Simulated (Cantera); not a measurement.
Charge: 1 mol SiO₂, 2300 mol H₂, held at 0.100 bar.

Method: chemical equilibrium by Gibbs-energy minimisation in Cantera with the NASA 1993 tables (ideal gas, pure condensed phases). Candidate condensed phases: H₂O, Si, SiO₂; 18 gas species. The tables hold silica as quartz up to 1696 K and as liquid above; real silica turns to tridymite and cristobalite and melts near 1996 K. The numbers say what is thermodynamically allowed, not how fast it happens.

x: gas mole fraction; n: condensed amount in mol.

```csv
T (°C),x H₂,x H,x H₂O,x SiO,n SiO₂(β-quartz)
977,1.000,1.53e-6,1.67e-6,1.67e-6,0.996
1027,1.000,3.50e-6,4.59e-6,4.59e-6,0.989
1077,1.000,7.54e-6,1.17e-5,1.17e-5,0.973
1127,1.000,?,?,?,0.936
1177,1.000,2.99e-5,6.19e-5,6.19e-5,0.858
1227,1.000,5.57e-5,0.000131,0.000131,0.699
1277,0.999,9.96e-5,0.000263,0.000263,0.394
1327,0.999,?,0.000435,0.000435,0
1377,0.999,0.000287,0.000435,0.000435,0
1427,0.999,0.000466,0.000434,0.000434,0
1477,0.998,0.000735,0.000434,0.000434,0
1527,0.998,0.00113,0.000434,0.000434,0
```

Complete the blanks.


- 1127, x H: 1.54e-5
- 1127, x H₂O: 2.77e-5
- 1127, x SiO: 2.77e-5
- 1327, x H: 0.000172
